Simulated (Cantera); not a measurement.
## Transport properties of process gases

Gas mixture: NO = 0.62 (molar parts), at 3750 Torr, frozen composition.

Cantera's kinetic-theory transport with the Lennard-Jones parameters of GRI-Mech 3.0, ideal gas; thermal conductivity in the multicomponent form. The composition is frozen, though it would react at the higher temperatures.

```
T (K)  ρ (kg/m³)  cp (J/kg/K)  μ (µPa s)  λ (mW/m/K)     Pr  D (cm²/s) CH4  D (cm²/s) CO2  D (cm²/s) CH3
-----  ---------  -----------  ---------  ----------  -----  -------------  -------------  -------------
400         4.51        998.6       23.1        32.5  0.711         0.0747         0.0529         0.0751
500         3.61         1016       27.0        38.7  0.709          0.110         0.0786          0.111
600         3.01         1041       30.6        45.0  0.708          0.150          0.108          0.151
700         2.58         1067       34.0        51.2  0.708          0.195          0.141          0.196
800         2.26         1092       37.1        57.3  0.708          0.245          0.177          0.246
900         2.00         1114       40.1        63.1  0.707          0.298          0.216          0.300
1000        1.80         1133       42.9        68.8  0.707          0.356          0.258          0.358
1100        1.64         1147       45.7        74.1  0.707          0.417          0.303          0.420
```
D: mixture-averaged diffusion coefficient of that species in the mixture.
